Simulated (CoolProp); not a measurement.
Saturated liquid density (kg/m³) of cyclohexane: the reference equation beside estimates from Tc = 553.6 K, pc = 4.081 MPa, ω = 0.209.

Computed with CoolProp (reference Helmholtz-energy equation of state, Zhou 2014).

```csv
T (K),reference,van der Waals,Peng-Robinson
350.2,723.2,449.4,763.9
364.2,708.9,440.9,748.9
378.2,694.2,432.0,732.8
392.3,679.0,422.6,715.5
406.3,663.4,412.8,696.9
420.4,647.1,402.4,676.8
434.4,630.0,391.5,655.1
448.4,612.1,379.8,631.5
462.5,592.7,367.2,605.4
476.5,571.8,353.6,576.8
490.6,548.6,338.6,544.5
504.6,522.3,321.9,507.9
```

Absolute difference from the reference over all 12 rows, mean and median: van der Waals 38.0 and 37.9 %, Peng-Robinson 3.8 and 4.3 %.
